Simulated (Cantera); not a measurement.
## Roasting and sulfation: MgCO₃ + SO₂ + O₂

A closed system holds: 1 mol MgCO₃, 0.4 mol SO₂, 0.037 mol O₂, held at 14.0 bar.

Method: chemical equilibrium by Gibbs-energy minimisation in Cantera with the NASA 1993 tables (ideal gas, pure condensed phases). Candidate condensed phases: C, Mg, MgCO₃, MgO, MgS, MgSO₄, S; 26 gas species. Mutual solubility and eutectic melting of coexisting phases are not modelled. Gases not in the tables: S₃ to S₇. Equilibrium is a limit: real reactors are often held back by kinetics, nucleation or transport.

At 427 °C the condensed part is MgCO₃(s) + MgSO₄(s) + S(l). From 527 °C to 1027 °C the condensed part is MgO(s) + MgSO₄(s). At 1127 °C the condensed part is MgO(s) + MgSO₄(l). From 1227 °C to 1627 °C the condensed part is MgO(s).

| T (°C) | x CO₂ | x SO₂ | x O₂ | x S₈ | x S₂ | x SO₃ | x COS | n MgCO₃(s) | n MgSO₄(s) | n S(l) | n MgO(s) | n MgSO₄(l) |
|---|---|---|---|---|---|---|---|---|---|---|---|---|
| 427 | 0.978 | 0.00308 | <1e-12 | 0.0160 | 0.00151 | 1.24e-12 | 0.00132 | 0.709 | 0.291 | 0.0690 | 0 | 0 |
| 527 | 0.955 | 0.0213 | <1e-12 | 0.00877 | 0.0111 | 8.05e-11 | 0.00276 | 0 | 0.277 | 0 | 0.723 | 0 |
| 627 | 0.798 | 0.190 | <1e-12 | 7.40e-6 | 0.00984 | 8.78e-9 | 0.000854 | 0 | 0.133 | 0 | 0.867 | 0 |
| 727 | 0.754 | 0.246 | <1e-12 | <1e-12 | 1.34e-6 | 3.64e-7 | 1.04e-6 | 0 | 0.0741 | 0 | 0.926 | 0 |
| 827 | 0.754 | 0.246 | 1.70e-10 | <1e-12 | 2.91e-10 | 7.47e-6 | 2.11e-9 | 0 | 0.0740 | 0 | 0.926 | 0 |
| 927 | 0.754 | 0.246 | 1.46e-7 | <1e-12 | <1e-12 | 9.02e-5 | 1.32e-11 | 0 | 0.0739 | 0 | 0.926 | 0 |
| 1027 | 0.754 | 0.246 | 4.18e-5 | <1e-12 | <1e-12 | 0.000725 | <1e-12 | 0 | 0.0729 | 0 | 0.927 | 0 |
| 1127 | 0.740 | 0.251 | 0.00486 | <1e-12 | <1e-12 | 0.00423 | <1e-12 | 0 | 0 | 0 | 0.945 | 0.0551 |
| 1227 | 0.698 | 0.273 | 0.0229 | <1e-12 | <1e-12 | 0.00579 | <1e-12 | 0 | 0 | 0 | 1.00 | 0 |
| 1327 | 0.697 | 0.275 | 0.0240 | <1e-12 | <1e-12 | 0.00369 | <1e-12 | 0 | 0 | 0 | 1.00 | 0 |
| 1427 | 0.697 | 0.276 | 0.0246 | <1e-12 | <1e-12 | 0.00247 | 2.45e-12 | 0 | 0 | 0 | 1.00 | 0 |
| 1527 | 0.696 | 0.277 | 0.0250 | <1e-12 | <1e-12 | 0.00172 | 2.11e-11 | 0 | 0 | 0 | 1.00 | 0 |
| 1627 | 0.695 | 0.277 | 0.0255 | <1e-12 | 4.65e-12 | 0.00125 | 1.44e-10 | 0 | 0 | 0 | 1.00 | 0 |
x: gas mole fraction; n: condensed amount in mol.
